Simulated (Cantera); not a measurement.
Mixture: C3H8 : O2 : N2 = 1 : 2.94 : 11.1 (molar parts), at 100000 Pa, adiabatic and at constant pressure. Ignition delay is the time to a rise of 400 K.

Computed with Cantera and GRI-Mech 3.0 (53 species, 325 reactions). GRI-Mech 3.0 was tuned for natural gas; its chemistry of propane as a main component is partial and can be far from experiment.

Predict: delay at 1100 K; delay at 1200 K; delay at 1300 K; delay at 1400 K; delay at 1500 K; apparent activation energy between 1450 and 1550 K.


```
Quantity                                                Result
--------------------------------------------------  ----------
delay at 1100 K                                        57.1 ms
delay at 1200 K                                        6.43 ms
delay at 1300 K                                        1.03 ms
delay at 1400 K                                       0.247 ms
delay at 1500 K                                        84.3 µs
apparent activation energy between 1450 and 1550 K  170 kJ/mol
```
